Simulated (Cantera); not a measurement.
What does this Cantera script print?

```python
import numpy as np
import cantera as ct

gas = ct.Solution("gri30.yaml")
gas.TPX = 575, 101325, {'CO': 1, 'H2': 0.16, 'O2': 1.41, 'N2': 5.32, 'H2O': 0.42}
inlet = ct.Reservoir(gas, clone=True)
gas.equilibrate("HP")  # start burning
reactor = ct.IdealGasConstPressureReactor(gas, energy="on", clone=False)
exhaust = ct.Reservoir(gas, clone=True)
tau = [0.16, 0.062, 0.024, 0.0092, 0.0035, 0.0014, 0.00052, 0.0002, 7.7e-05, 3e-05, 1.1e-05, 4.4e-06][0]
for a, b in ((inlet, reactor), (reactor, exhaust)):
    ct.MassFlowController(a, b, mdot=lambda t: reactor.mass / tau)
net = ct.ReactorNet([reactor])
show = ['CO', 'H2', 'O2', 'H', 'CO2', 'O', 'NO2']

rows = []
print(f"{'tau/s':>10s}{'T/K':>9s}" + "".join(f"{s:>11s}" for s in show))
for tau in [0.16, 0.062, 0.024, 0.0092, 0.0035, 0.0014, 0.00052, 0.0002, 7.7e-05, 3e-05, 1.1e-05, 4.4e-06]:
    net.initial_time = 0.0
    net.advance(30 * tau)
    before = gas.X
    net.advance(40 * tau)
    drift = np.max(np.abs(gas.X - before) / (gas.X + 1e-9))
    rows.append([gas.T, *gas[show].X, drift])
    print(f"{tau:10.3e}{gas.T:9.1f}" + "".join(f"{x:11.3e}" for x in gas[show].X))
```

It prints:

```
     tau/s      T/K         CO         H2         O2          H        CO2          O        NO2
 1.600e-01   1696.9  6.138e-04  5.729e-05  1.073e-01  1.242e-05  1.287e-01  1.647e-04  4.248e-08
 6.200e-02   1690.5  1.149e-03  1.060e-04  1.074e-01  3.144e-05  1.281e-01  3.056e-04  3.503e-08
 2.400e-02   1679.2  2.144e-03  1.948e-04  1.077e-01  7.933e-05  1.270e-01  5.647e-04  2.469e-08
 9.200e-03   1659.1  4.000e-03  3.529e-04  1.082e-01  1.974e-04  1.249e-01  1.028e-03  1.574e-08
 3.500e-03   1623.2  7.460e-03  6.179e-04  1.094e-01  4.709e-04  1.211e-01  1.802e-03  1.032e-08
 1.400e-03   1563.2  1.366e-02  9.895e-04  1.117e-01  9.828e-04  1.144e-01  2.837e-03  7.575e-09
 5.200e-04   1425.2  3.051e-02  1.502e-03  1.193e-01  1.652e-03  9.632e-02  3.610e-03  4.629e-09
 2.000e-04    575.0  1.203e-01  1.925e-02  1.697e-01  2.774e-19  1.629e-16  7.686e-17 -8.222e-22
 7.700e-05    575.0  1.203e-01  1.925e-02  1.697e-01  1.502e-19  7.043e-17  4.196e-17 -2.987e-24
 3.000e-05    575.0  1.203e-01  1.925e-02  1.697e-01  6.849e-20  2.474e-17  1.951e-17 -1.794e-26
 1.100e-05    575.0  1.203e-01  1.925e-02  1.697e-01  2.630e-20  8.550e-18  7.787e-18 -1.402e-28
 4.400e-06    575.0  1.203e-01  1.925e-02  1.697e-01  1.098e-20  3.515e-18  3.366e-18 -6.025e-30
```

Computed with Cantera and GRI-Mech 3.0 (53 species, 325 reactions).
